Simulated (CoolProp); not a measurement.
The fluid at 245.55 K and 0.0348 MPa is throttled through a valve to 0.0182 MPa with no heat exchange. The same conditions are run with several fluids, on thermodynamics alone (safety and materials aside).

Values from CoolProp's reference Helmholtz-energy equation of state of each fluid (CH2F2 (R32): Tillner-Roth 1997; R407C: Lemmon 2003; R404A: Lemmon 2003; oxygen: Schmidt 1985; R13: Platzer 1990). The equations of Platzer and Polt are older, rougher fits. Blends and air are pseudo-pure fits.

| fluid | temperature change (K) | final density (kg/m³) |
|---|---|---|
| CH2F2 (R32) | -0.9 | 0.468 |
| R407C | -0.7 | 0.775 |
| R404A | -0.6 | 0.878 |
| oxygen | -0.1 | 0.285 |
| R13 | -0.3 | 0.935 |
